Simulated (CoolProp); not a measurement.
Properties of sulfur dioxide along the isotherm 78.95 °C.

Computed with CoolProp (reference Helmholtz-energy equation of state, Gao 2016).

```json
[
 {"p (kPa)": "111", "phase": "gas", "density (kg/m³)": "2.454", "isothermal compressibility (1/MPa)": "9.101", "expansivity (1/kK)": "2.943", "fugacity coefficient": "0.9901"},
 {"p (kPa)": "162", "phase": "gas", "density (kg/m³)": "3.598", "isothermal compressibility (1/MPa)": "6.266", "expansivity (1/kK)": "2.993", "fugacity coefficient": "0.9856"},
 {"p (kPa)": "238", "phase": "gas", "density (kg/m³)": "5.323", "isothermal compressibility (1/MPa)": "4.296", "expansivity (1/kK)": "3.069", "fugacity coefficient": "0.9788"},
 {"p (kPa)": "350", "phase": "gas", "density (kg/m³)": "7.913", "isothermal compressibility (1/MPa)": "2.955", "expansivity (1/kK)": "3.188", "fugacity coefficient": "0.9689"},
 {"p (kPa)": "514", "phase": "gas", "density (kg/m³)": "11.81", "isothermal compressibility (1/MPa)": "2.048", "expansivity (1/kK)": "3.378", "fugacity coefficient": "0.9543"},
 {"p (kPa)": "754", "phase": "gas", "density (kg/m³)": "17.77", "isothermal compressibility (1/MPa)": "1.436", "expansivity (1/kK)": "3.694", "fugacity coefficient": "0.9330"},
 {"p (kPa)": "1110", "phase": "gas", "density (kg/m³)": "27.27", "isothermal compressibility (1/MPa)": "1.025", "expansivity (1/kK)": "4.273", "fugacity coefficient": "0.9015"},
 {"p (kPa)": "1620", "phase": "gas", "density (kg/m³)": "42.70", "isothermal compressibility (1/MPa)": "0.7711", "expansivity (1/kK)": "5.479", "fugacity coefficient": "0.8560"},
 {"p (kPa)": "2380", "phase": "liquid", "density (kg/m³)": "1199", "isothermal compressibility (1/MPa)": "0.003949", "expansivity (1/kK)": "3.145", "fugacity coefficient": "0.6297"},
 {"p (kPa)": "3500", "phase": "liquid", "density (kg/m³)": "1205", "isothermal compressibility (1/MPa)": "0.003759", "expansivity (1/kK)": "3.048", "fugacity coefficient": "0.4370"},
 {"p (kPa)": "5140", "phase": "liquid", "density (kg/m³)": "1212", "isothermal compressibility (1/MPa)": "0.003515", "expansivity (1/kK)": "2.922", "fugacity coefficient": "0.3065"},
 {"p (kPa)": "7540", "phase": "liquid", "density (kg/m³)": "1222", "isothermal compressibility (1/MPa)": "0.003218", "expansivity (1/kK)": "2.765", "fugacity coefficient": "0.2182"},
 {"p (kPa)": "11100", "phase": "liquid", "density (kg/m³)": "1235", "isothermal compressibility (1/MPa)": "0.002870", "expansivity (1/kK)": "2.576", "fugacity coefficient": "0.1579"},
 {"p (kPa)": "16200", "phase": "liquid", "density (kg/m³)": "1252", "isothermal compressibility (1/MPa)": "0.002498", "expansivity (1/kK)": "2.365", "fugacity coefficient": "0.1184"},
 {"p (kPa)": "23800", "phase": "liquid", "density (kg/m³)": "1274", "isothermal compressibility (1/MPa)": "0.002110", "expansivity (1/kK)": "2.134", "fugacity coefficient": "0.09190"},
 {"p (kPa)": "35000", "phase": "liquid", "density (kg/m³)": "1301", "isothermal compressibility (1/MPa)": "0.001734", "expansivity (1/kK)": "1.896", "fugacity coefficient": "0.07559"}
]
```
